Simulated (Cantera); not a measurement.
# Gas-phase reforming

An isothermal, constant-pressure homogeneous reactor starts with CH4 : H2O = 1 : 0.91 (molar parts), at 2025 K and 100.0 Torr.

Model: GRI-Mech 3.0 (53 species, 325 reactions), integrated in Cantera.

```csv
t (s),x CH4,x H2O,x H,x O2,x H2O2
0.000800,0.0813,0.327,0.00226,6.12e-8,6.81e-11
0.00186,0.0338,0.296,0.00284,5.63e-8,6.88e-11
0.00433,0.0164,0.259,0.00339,5.41e-8,6.39e-11
0.0101,0.0121,0.205,0.00364,3.68e-8,3.99e-11
0.0234,0.00921,0.141,0.00382,1.85e-8,1.77e-11
0.0544,0.00602,0.0809,0.00405,6.88e-9,5.72e-12
0.126,0.00336,0.0378,0.00427,1.73e-9,1.27e-12
0.294,0.00164,0.0135,0.00444,2.46e-10,<1e-12
0.684,0.000696,0.00294,0.00454,1.24e-11,<1e-12
1.59,0.000224,0.000186,0.00458,<1e-12,<1e-12
3.70,0.000123,1.04e-6,0.00459,<1e-12,<1e-12
8.60,0.000122,5.95e-7,0.00459,<1e-12,<1e-12
20.0,0.000122,5.95e-7,0.00459,<1e-12,<1e-12
```
x: mole fraction; the columns are a selection and need not sum to one.

Equilibrium at this temperature and pressure: CH4 0.000122, H2O 5.96e-7, H 0.00459, O2 <1e-12, H2O2 <1e-12 (gas phase only).
